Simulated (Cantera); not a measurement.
An adiabatic, constant-pressure homogeneous reactor starts with CH₄ : CO : O₂ : N₂ = 1 : 0.24 : 6.42 : 24.2 (molar parts), equivalence ratio 0.33, at 1775 K and 0.380 bar. Integrator tolerance rtol = 1e-08.

Model: GRI-Mech 3.0 (53 species, 325 reactions), integrated in Cantera.

Task: What does this change do: constant volume in place of constant pressure?

Result: 
```csv
quantity,before,after
time of steepest temperature rise,0.311 ms,0.304 ms
temperature at 5.00 s,2368 K,2475 K
equilibrium temperature,2368 K,2475 K
x(CH₄) at 5.00 s,<1e-12 (gas-phase equilibrium <1e-12),<1e-12 (gas-phase equilibrium <1e-12)
x(CO) at 5.00 s,0.00291 (gas-phase equilibrium 0.00291),0.00434 (gas-phase equilibrium 0.00434)
x(O₂) at 5.00 s,0.126 (gas-phase equilibrium 0.126),0.123 (gas-phase equilibrium 0.123)
x(NO₂) at 5.00 s,6.68e-6 (gas-phase equilibrium 6.68e-6),8.39e-6 (gas-phase equilibrium 8.39e-6)
x(CH₃) at 5.00 s,<1e-12 (gas-phase equilibrium <1e-12),<1e-12 (gas-phase equilibrium <1e-12)
x(OH) at 5.00 s,0.00797 (gas-phase equilibrium 0.00797),0.0102 (gas-phase equilibrium 0.0102)
```

Task: What does this change do: pressure from 0.380 bar to 16.0 bar?

Result: 
```csv
quantity,before,after
time of steepest temperature rise,0.311 ms,11.9 µs
temperature at 5.00 s,2368 K,2428 K
equilibrium temperature,2368 K,2428 K
x(CH₄) at 5.00 s,<1e-12 (gas-phase equilibrium <1e-12),<1e-12 (gas-phase equilibrium <1e-12)
x(CO) at 5.00 s,0.00291 (gas-phase equilibrium 0.00291),0.000674 (gas-phase equilibrium 0.000674)
x(O₂) at 5.00 s,0.126 (gas-phase equilibrium 0.126),0.126 (gas-phase equilibrium 0.126)
x(NO₂) at 5.00 s,6.68e-6 (gas-phase equilibrium 6.68e-6),4.58e-5 (gas-phase equilibrium 4.58e-5)
x(CH₃) at 5.00 s,<1e-12 (gas-phase equilibrium <1e-12),<1e-12 (gas-phase equilibrium <1e-12)
x(OH) at 5.00 s,0.00797 (gas-phase equilibrium 0.00797),0.00395 (gas-phase equilibrium 0.00395)
```
The pressure lies above the range GRI-Mech 3.0 was tuned for (to about 10 atm).
